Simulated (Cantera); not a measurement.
**Premixed flame**

A freely propagating, adiabatic, planar premixed flame of 29.2 % H2, 12.2 % O2, 52.2 % N2, 6.42 % H2O, unburnt at 625 K and 6.10 bar; multicomponent+Soret transport, grid criteria slope 0.08 and curve 0.16, no radiation.

Cantera simulation using the H2/O2 subset of GRI-Mech 3.0, which has no nitrogen chemistry; the numbers are that mechanism's predictions, not measurements. The hydrogen kinetics of GRI-Mech 3.0 are dated; newer H2 mechanisms differ, most at raised pressure. Burning velocities carry a grid error of a few per cent, more on coarse grids.

| z (mm) | T (K) | u (m/s) | x H2 | x O2 | x H2O | x H | x HO2 | x OH |
|---|---|---|---|---|---|---|---|---|
| -0.135 | 625 | 5.54 | 0.292 | 0.122 | 0.0642 | <1e-8 | <1e-8 | <1e-8 |
| -0.0901 | 625 | 5.53 | 0.291 | 0.122 | 0.0642 | <1e-8 | 3.87e-8 | <1e-8 |
| -0.0676 | 625 | 5.53 | 0.290 | 0.122 | 0.0644 | <1e-8 | 4.58e-7 | <1e-8 |
| -0.0451 | 627 | 5.51 | 0.285 | 0.123 | 0.0649 | <1e-8 | 7.50e-6 | <1e-8 |
| -0.0225 | 683 | 5.77 | 0.251 | 0.127 | 0.0711 | 3.22e-5 | 0.000571 | 3.03e-5 |
| -0.0113 | 960 | 7.84 | 0.208 | 0.117 | 0.103 | 0.00177 | 0.00101 | 0.000848 |
| 0 | 1383 | 11.1 | 0.150 | 0.0839 | 0.174 | 0.0112 | 0.000459 | 0.00269 |
| 0.0113 | 1684 | 13.4 | 0.0981 | 0.0451 | 0.246 | 0.0216 | 0.000198 | 0.00632 |
| 0.0225 | 1850 | 14.7 | 0.0721 | 0.0233 | 0.285 | 0.0247 | 9.01e-5 | 0.00953 |
| 0.0451 | 2013 | 15.9 | 0.0588 | 0.0103 | 0.310 | 0.0209 | 3.44e-5 | 0.0116 |
| 0.0901 | 2149 | 16.9 | 0.0547 | 0.00562 | 0.324 | 0.0139 | 1.59e-5 | 0.0106 |
| 0.180 | 2251 | 17.6 | 0.0516 | 0.00297 | 0.335 | 0.00838 | 7.07e-6 | 0.00818 |
| 0.360 | 2315 | 18.0 | 0.0491 | 0.00138 | 0.343 | 0.00498 | 2.72e-6 | 0.00571 |
x: mole fraction of selected species; z is measured from the peak of heat release.

laminar burning velocity: 554 cm/s
thermal thickness: 0.0451 mm
peak x(H): 0.0247
peak x(HO2): 0.00115
peak x(OH): 0.0117
grid points: 109
